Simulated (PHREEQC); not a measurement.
A solution holds 0.15 mol/kgw NH4Cl and 5.4e-05 mol/kgw LiCl, at 70 °C. Closed to the air; pH follows from the charge balance.

All values are PHREEQC results (ion-association model, phreeqc.dat), not measurements.

No solid was allowed to form.

Problem. What pH, specific conductance does the model give?

Solution. pH 4.58; specific conductance 39600 µS/cm.

Complexes and solids missing from the database can't appear. Away from 25 °C the constants follow the database's enthalpies or fits; those with neither stay at their 25 °C values.
